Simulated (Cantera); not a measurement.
## Pyrogenic steam for wet oxidation

An isothermal, constant-pressure homogeneous reactor starts with H2 : O2 : N2 = 1.6 : 1 : 14 (molar parts), at 950 K and 0.987 atm.

Model: the H2/O2 subset of GRI-Mech 3.0, which has no nitrogen chemistry, integrated in Cantera. The temperature is held fixed by assumption; the heat of reaction is taken as removed at once.

```tsv
t (s)	x H2	x O2	x H	x H2O2	x HO2	x H2O
1.00e-5	0.0964	0.0602	8.39e-12	<1e-12	1.23e-11	1.30e-12
4.64e-5	0.0964	0.0602	3.43e-11	<1e-12	9.00e-11	3.54e-11
0.000215	0.0964	0.0602	1.26e-10	3.21e-12	1.00e-9	7.11e-10
0.00100	0.0964	0.0602	3.27e-10	1.74e-10	1.15e-8	9.91e-9
0.00464	0.0964	0.0602	2.16e-9	1.08e-8	1.90e-7	1.85e-7
0.0215	0.0394	0.0321	2.66e-7	3.62e-5	1.57e-5	0.0599
0.100	0.0353	0.0300	8.48e-7	0.000102	2.31e-5	0.0640
0.464	0.0197	0.0223	5.01e-7	6.27e-5	1.70e-5	0.0805
2.15	0.00199	0.0136	7.27e-8	9.89e-6	6.22e-6	0.0992
10.0	3.81e-5	0.0127	2.74e-10	4.38e-8	3.95e-7	0.101
```
x: mole fraction; the columns are a selection and need not sum to one.

Equilibrium at this temperature and pressure: H2 1.65e-11, O2 0.0127, H <1e-12, H2O2 1.64e-11, HO2 4.91e-11, H2O 0.101 (gas phase only).
